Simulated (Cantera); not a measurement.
A Cantera script and its output.

```python
import numpy as np
import cantera as ct

gas = ct.Solution("gri30.yaml")


def delay(T, t_max=10):
    gas.TPX = T, 100000, {'CH3OH': 1, 'O2': 2.88, 'N2': 15.3}
    reactor = ct.IdealGasConstPressureReactor(gas, clone=False)
    net = ct.ReactorNet([reactor])
    net.rtol, net.atol = 1e-8, 1e-16
    while net.time < t_max:
        t_old, T_old = net.time, reactor.T
        net.step()
        if reactor.T > T + 400:  # ignition: a rise of 400 K
            return t_old + (T + 400 - T_old) / (reactor.T - T_old) * (net.time - t_old)
    return np.nan


taus = []
for T in [1275, 1350, 1425, 1500, 1575, 1650, 1725, 1800, 1875]:
    taus.append(delay(T))
    print(f"T0 = {T:6g} K   tau = {taus[-1]:.4e} s")
```

Output:

```
T0 =   1275 K   tau = 3.9705e-03 s
T0 =   1350 K   tau = 1.5232e-03 s
T0 =   1425 K   tau = 6.7987e-04 s
T0 =   1500 K   tau = 3.4650e-04 s
T0 =   1575 K   tau = 1.9929e-04 s
T0 =   1650 K   tau = 1.2873e-04 s
T0 =   1725 K   tau = 9.3718e-05 s
T0 =   1800 K   tau = 7.7214e-05 s
T0 =   1875 K   tau = 7.1408e-05 s
```

Detailed kinetics in Cantera: GRI-Mech 3.0 (53 species, 325 reactions). GRI-Mech 3.0 was tuned for natural gas; its chemistry of methanol as a main component is partial and can be far from experiment. Where the delays flatten at high temperature, the 400 K rule measures the pace of heat release, not the induction time.
